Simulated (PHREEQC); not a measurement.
A solution holds 0.016 mol MgCl2, 2.6e-05 mol CO2 and 0.00033 mol KCl per kg of water, at 20 °C. Closed to the air; pH follows from the charge balance.

The numbers come from PHREEQC with the ion-association model, wateq4f.dat.

This is a speciation only: nothing precipitates in the calculation.

Order these C species by the share of C that they hold, largest first: MgHCO3+, CO2, HCO3-.

CO2 (85 %), HCO3- (13 %), MgHCO3+ (1.2 %)

The pH is 5.49 and the ionic strength 0.0483 mol/kgw. Species that the database lacks are ignored.
